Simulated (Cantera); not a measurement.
Feed: 1 mol (CH₃)₂SiCl₂, 2.4 mol HCl, 3.1 mol H₂, held at 100 Torr.

Method: chemical equilibrium by Gibbs-energy minimisation in Cantera with the NASA 1993 tables (ideal gas, pure condensed phases). Candidate condensed phases: C, C₆H₆, C₇H₈, C₈H₁₈, Si, SiC; 109 gas species. The feed counts by its element totals alone. The tables' values for SiCl₃ are old estimates; treat these amounts as uncertain. Equilibrium is a limit: real reactors are often held back by kinetics, nucleation or transport. All values below are at 1723 K.

Base state: H₂ 0.561, HCl 0.417, SiCl₂ 0.0179, SiCl₃ 0.00261, SiCl₄ 0.000716, H 0.000374, Cl 0.000215, SiHCl₃ 0.000198 (mole fractions); condensed: C(graphite) + SiC(s).

Question: What changes in the equilibrium state with this change: HCl from 2.4 to 0.1 mol?

Answer: 
```json
[
 {"species": "H₂", "before": "0.561", "after": "0.715"},
 {"species": "HCl", "before": "0.417", "after": "0.277"},
 {"species": "SiCl₂", "before": "0.0179", "after": "0.00619"},
 {"species": "SiCl₄", "before": "0.000716", "after": "8.60e-5"},
 {"species": "SiCl₃", "before": "0.00261", "after": "0.000533"},
 {"species": "C(graphite), mol", "before": "1.20", "after": "1.05"},
 {"species": "SiC(s), mol", "before": "0.797", "after": "0.951"}
]
```
